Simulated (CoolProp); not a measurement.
R21 along the isotherm 187.65 °C: Z from the reference equation and from simpler models built on Tc = 179.6 °C, pc = 5.289 MPa, ω = 0.206; each cubic takes its own stable root.

Values from CoolProp's reference Helmholtz-energy equation of state, Platzer 1990. This equation is an older, rougher fit; its heat capacities, sound speeds and derivatives of the liquid may be far off and weren't checked against measurements.

| p (MPa) | phase | reference |
|---|---|---|
| 0.167 | gas | 0.9900 |
| 0.245 | gas | 0.9852 |
| 0.36 | gas | 0.9781 |
| 0.529 | gas | 0.9676 |
| 0.776 | gas | 0.9518 |
| 1.14 | gas | 0.9278 |
| 1.67 | gas | 0.8909 |
| 2.45 | gas | 0.8315 |
| 3.6 | gas | 0.7287 |
| 5.29 | supercritical | 0.5006 |
| 7.76 | supercritical | 0.2579 |
| 11.4 | supercritical | 0.3344 |
| 16.7 | supercritical | 0.4539 |
| 24.5 | supercritical | 0.6260 |
| 36 | supercritical | 0.8703 |
| 52.9 | supercritical | 1.214 |

How far does each simpler model (Redlich-Kwong, Soave-Redlich-Kwong) lie from the reference over these 16 states: mean and median of the absolute difference, and the worst?


- Redlich-Kwong: mean 3.5 %, median 0.4 %, worst +16.5 % at 187.65 °C and 7.76 MPa
- Soave-Redlich-Kwong: mean 3.9 %, median 0.7 %, worst +18.3 % at 187.65 °C and 7.76 MPa
